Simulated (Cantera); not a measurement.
What does this Cantera script print?

```python
import numpy as np
import cantera as ct

gas_names = """
    CL CL2 H HCL H2 N NH NH2 NH3 N2 N2H2 N2H4 Si SiCL SiCL2 SiCL3 SiCL4 SiH SiHCL3 SiH2 SiH2CL2 SiH3
    SiH3CL SiH4 SiN Si2 Si2N Si3
""".split()
cond_names = """
    NH4CL(a) NH4CL(b) Si(cr) Si(L) Si3N4(a)
""".split()


# ... load() reads the species with a 1 bar reference pressure and builds the phases ...
atoms = {
    'SiHCl3': {'Si': 1, 'H': 1, 'CL': 3},
    'Cl2': {'CL': 2},
    'N2': {'N': 2},
}
top_T = {'Si3N4(a)': 2400}  # K; cautious upper limits of use, not melting points


# ... equilibrate(T, P, feed) seeds the gas with the atoms and calls Mixture.equilibrate('TP', solver="vcs", rtol=1e-11, max_steps=5000) ...
results = []
feed = {'SiHCl3': 1, 'Cl2': 0.021, 'N2': 6}  # mol
T = 1425  # K
for P in [100, 460, 2100, 9600, 44000, 200000]:
    mix = equilibrate(T, P, feed)
    results.append((T, P, feed, dict(zip(mix.species_names, mix.species_moles))))

top = {s: max(r[3][s] / sum(r[3][g] for g in gas_names) for r in results) for s in gas_names}
cols = sorted((s for s in top if top[s] > 0.0001), key=lambda s: -top[s])[:6]
seen = [c for c in cond_names if any(r[3].get(c, 0) > 1e-12 for r in results)]
print("log10 of partial pressures in bar; condensed amounts in mol")
print(f"{'P/Pa':>10s}" + "".join(f"{s[:9]:>10s}" for s in cols + seen))
for T, P, feed, n in results:
    ng = sum(n[g] for g in gas_names)
    print(f"{P:10.4g}" + "".join(f"{np.log10(max(n[s] / ng * P / 1e5, 1e-99)):10.3f}" for s in cols)
          + "".join(f"{n.get(c, 0):10.4g}" for c in seen))
```

It prints:

```
log10 of partial pressures in bar; condensed amounts in mol
      P/Pa        N2       HCL     SiCL2     SiCL4     SiCL3        H2  Si3N4(a)
       100    -3.120    -3.983    -3.976    -5.160    -4.865    -4.952         0
       460    -2.451    -3.300    -3.510    -3.970    -4.037    -4.310   0.05078
      2100    -1.784    -2.621    -3.249    -3.004    -3.424    -3.657    0.1057
      9600    -1.120    -1.961    -3.078    -2.220    -2.947    -2.951    0.1308
   4.4e+04    -0.457    -1.310    -2.942    -1.506    -2.522    -2.227     0.139
     2e+05     0.202    -0.669    -2.820    -0.823    -2.119    -1.506    0.1403
```

These are equilibrium values from Cantera (NASA tables, ideal gas, pure condensed phases), not measurements of a reactor. N2 is the only nitrogen source here; it is nearly inert below about 1500 K, so the nitride shown seldom forms there in practice. The tables' values for SiCl3 are old estimates; treat these amounts as uncertain.
